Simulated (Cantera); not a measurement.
A closed system holds: 1 mol SiH₂Cl₂, 6.2 mol N₂O, 0.99 mol H₂, equilibrated at 1425 K and 0.910 bar.

These are equilibrium values from Cantera (NASA tables, ideal gas, pure condensed phases), not measurements of a reactor. Candidate condensed phases: H₂O, NH₄Cl, Si, SiO₂, Si₂N₂O, Si₃N₄; 47 gas species. The tables hold silica as quartz up to 1696 K and as liquid above; real silica turns to tridymite and cristobalite and melts near 1996 K. Gases not in the tables: Si(OH)₄. Rates play no part.

Base state: N₂ 0.575, HCl 0.174, O₂ 0.146, H₂O 0.0976, Cl₂ 0.00454, Cl 0.00243, NO 0.000592, OH 3.63e-5 (mole fractions); condensed: SiO₂(β-quartz).

Problem. What changes in the equilibrium state with this change: temperature from 1425 K to 1598 K?

Solution. 
| species | before | after |
|---|---|---|
| N₂ | 0.575 | 0.574 |
| HCl | 0.174 | 0.174 |
| O₂ | 0.146 | 0.145 |
| Cl | 0.00243 | 0.00584 |
| Cl₂ | 0.00454 | 0.00263 |
| H₂O | 0.0976 | 0.0972 |
| OH | 3.63e-5 | 0.000160 |
| NO | 0.000592 | 0.00136 |
| SiO₂(β-quartz), mol | 1.00 | 1.00 |
